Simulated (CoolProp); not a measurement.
The numbers come from the reference Helmholtz-energy equation of state, Aleksandrov 2011 in CoolProp. It is a short technical equation, of lower accuracy than the large ones.

**Question.** For n-undecane, give the phase and the cv (kJ/(kg K)), isothermal compressibility (1/MPa), expansivity (1/kK), fugacity coefficient at 328.85 °C and 2840 kPa.

**Answer.** 
- 328.85 °C and 2840 kPa: liquid; cv 2.92, isothermal compressibility 0.0267, expansivity 3.42, fugacity coefficient 0.337
